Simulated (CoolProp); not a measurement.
Vapour-liquid equilibrium of R143a (1) + isobutane (2) at 2.79 bar; x and y are mole fractions of (1).

Model: multi-fluid Helmholtz-energy mixture model, Lemmon and Jacobsen 2000 and Bücker 2006; pair parameters Bell 2016, in CoolProp.

| x | bubble temperature, mixture model (°C) | bubble temperature, Raoult's law (°C) | y, mixture model | y, Raoult's law |
|---|---|---|---|---|
| 0.05 | 5.2 | 13.3 | 0.336 | 0.165 |
| 0.125 | … | 8.0 | 0.565 | 0.353 |
| 0.2 | -11.4 | 3.4 | 0.667 | 0.493 |
| 0.275 | -14.7 | -0.6 | 0.720 | 0.600 |
| 0.35 | -16.8 | -4.0 | 0.752 | 0.684 |
| 0.425 | … | -7.1 | … | 0.751 |
| 0.5 | -19.2 | -9.9 | … | 0.805 |
| 0.575 | -20.1 | -12.4 | 0.811 | 0.850 |
| 0.65 | … | -14.7 | 0.829 | 0.887 |
| 0.725 | -21.5 | -16.8 | 0.850 | 0.919 |
| 0.8 | -22.2 | -18.8 | … | 0.945 |
| 0.875 | -22.7 | -20.6 | 0.910 | 0.968 |
| 0.95 | … | -22.2 | … | 0.988 |

**Question.** Fill in the missing entries.

**Answer.** 
- 0.125, bubble temperature, mixture model (°C): -5.6
- 0.425, bubble temperature, mixture model (°C): -18.2
- 0.425, y, mixture model: 0.775
- 0.5, y, mixture model: 0.794
- 0.65, bubble temperature, mixture model (°C): -20.8
- 0.8, y, mixture model: 0.876
- 0.95, bubble temperature, mixture model (°C): -23.2
- 0.95, y, mixture model: 0.957

The largest gap from Raoult's law is -14.8 K in bubble temperature, at x = 0.2. No azeotrope shows between x = 0.05 and 0.95.

The pair parameters rest on a limited set of measurements; away from them the model extrapolates. With so large a gap from Raoult's law the liquid may split in two, which this calculation doesn't test in full.
